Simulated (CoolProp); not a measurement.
Acetone at several states: Z from the reference equation and from simpler models built on Tc = 235.0 °C, pc = 4.692 MPa, ω = 0.307; each cubic takes its own stable root.

Values from CoolProp's reference Helmholtz-energy equation of state, Lemmon 2006. It is a short technical equation, of lower accuracy than the large ones.

```tsv
T (°C)	p (MPa)	phase	reference	van der Waals	Redlich-Kwong	Soave-Redlich-Kwong	Peng-Robinson
-75.95	0.0695	liquid	0.002757	0.005499	0.003689	0.003632	0.003240
125.85	0.218	gas	0.9530	0.9750	0.9680	0.9646	0.9624
0.85	0.315	liquid	0.009897	0.01942	0.01311	0.01271	0.01129
274.75	0.127	gas	0.9918	0.9933	0.9926	0.9929	0.9920
267.15	0.0109	gas	0.9993	0.9994	0.9993	0.9994	0.9993
```
